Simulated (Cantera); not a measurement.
Charge: 1 mol K₂SO₄, 0.8 mol H₂O, 0.29 mol O₂.

Equilibrium computed with Cantera from the NASA thermochemical tables; the gas is ideal and each condensed phase is pure. Candidate condensed phases: H₂O, H₂SO₄, K, KOH, KO₂, K₂O, K₂O₂, K₂S, K₂SO₄, S; 26 gas species. Kinetics and transport are ignored.

Stable condensed phases, one row left out:

```
T in K \ P in Pa
              10      32     100     320    1000    3200   10000   32000  100000  320000 1000000
   2123        A       A       A       A       A       A       A       A       B       B       B
   2023        A       A       A       A       A       A       A       B       B       B       B
   1923        A       A       A       A       A       A       B       B       B       B       B
   1823        A       A       A       A       A       A       B       B       B       B       B
   1723        A       A       A       A       A       B       B       B       B       B       B
   1523        A       A       B       B       B       B       B       B       B       B       B
   1423        A       B       B       B       B       B       B       B       B       B       B
   1323        B       B       B       B       B       B       B       B       B       B       B
   1223        B       B       B       B       B       B       B       B       B       B       B
   1123        B       B       B       B       B       B       B       B       B       B       B
   1023        B       B       B       B       B       B       B       B       B       B       B
    923        B       B       B       B       B       B       B       B       B       B       B
    823        B       B       B       B       B       B       B       B       B       B       B
```

A: gas only; B: K₂SO₄.

Give the row for 1623 K.

10: gas only; 32: gas only; 100: gas only; 320: gas only; 1000: K₂SO₄; 3200: K₂SO₄; 10000: K₂SO₄; 32000: K₂SO₄; 100000: K₂SO₄; 320000: K₂SO₄; 1000000: K₂SO₄.
